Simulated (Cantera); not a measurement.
Feed: 1 mol MgO, 1.3 mol HF, 0.17 mol O₂, held at 133 Pa.

Equilibrium computed with Cantera from the NASA thermochemical tables; the gas is ideal and each condensed phase is pure. Candidate condensed phases: H₂O, Mg, MgF₂, MgO, Mg(OH)₂; 31 gas species. Mutual solubility and eutectic melting of coexisting phases are not modelled. Rates play no part.

Task: Which condensed phases are stable at each of these points (T (K)): 623, 723, 823, 923, 1023, 1123, 1223, 1323, 1423, 1523, 1623, 1723, 1823, 1923?

Result: 
```tsv
T (K)	condensed phases	Mg condensed (%)
623	MgF₂(s) + MgO(s)	100.0
723	MgF₂(s) + MgO(s)	100.0
823	MgF₂(s) + MgO(s)	100.0
923	MgF₂(s) + MgO(s)	100.0
1023	MgF₂(s) + MgO(s)	100.0
1123	MgF₂(s) + MgO(s)	100.0
1223	MgF₂(s) + MgO(s)	100.0
1323	MgF₂(s) + MgO(s)	99.9
1423	MgF₂(s) + MgO(s)	98.8
1523	MgO(s)	96.2
1623	MgO(s)	94.6
1723	MgO(s)	92.6
1823	MgO(s)	90.3
1923	MgO(s)	87.8
```

From 623 K to 1423 K the condensed part is MgF₂(s) + MgO(s). From 1523 K to 1923 K the condensed part is MgO(s).
